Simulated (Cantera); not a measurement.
A perfectly stirred reactor is fed with C2H6 : N2 = 1 : 57 (molar parts), at 0.133 bar; it is held at 1848 K, and followed from long to short residence time.

Model: GRI-Mech 3.0 (53 species, 325 reactions), integrated in Cantera. GRI-Mech 3.0 stops at C3 and has no aromatics, soot or wall deposition, so with more carbon than oxygen in the feed, carbon stays in small species such as C2H2 where larger ones or solid carbon would form.

x: mole fraction; the columns are a selection and need not sum to one.

```
τ (s)      x C2H6  x C2H2    x CH2     x CH4     x HCN     x CH3
-------  --------  ------  -------  --------  --------  --------
0.35      2.33e-6  0.0160  2.04e-6  0.000668  0.000512  0.000161
0.18      4.38e-6  0.0159  2.93e-6  0.000832  0.000410  0.000220
0.091           …  0.0158        …         …         …         …
0.047     1.56e-5  0.0156  5.92e-6   0.00128  0.000255  0.000412
0.024     2.94e-5  0.0153  8.28e-6   0.00157  0.000197  0.000566
0.012     5.64e-5  0.0149  1.15e-5   0.00193  0.000149  0.000787
0.0062   0.000105  0.0144  1.55e-5   0.00232  0.000112   0.00108
0.0032   0.000194  0.0136  2.05e-5   0.00272   8.37e-5   0.00148
0.0016   0.000369  0.0124  2.69e-5   0.00310   6.04e-5   0.00207
0.00083         …       …        …   0.00333         …         …
```

Question: Fill in the missing entries.

Answer: 
- 0.091, x C2H6: 8.35e-6
- 0.091, x CH2: 4.21e-6
- 0.091, x CH4: 0.00104
- 0.091, x HCN: 0.000324
- 0.091, x CH3: 0.000302
- 0.00083, x C2H6: 0.000677
- 0.00083, x C2H2: 0.0108
- 0.00083, x CH2: 3.38e-5
- 0.00083, x HCN: 4.34e-5
- 0.00083, x CH3: 0.00282
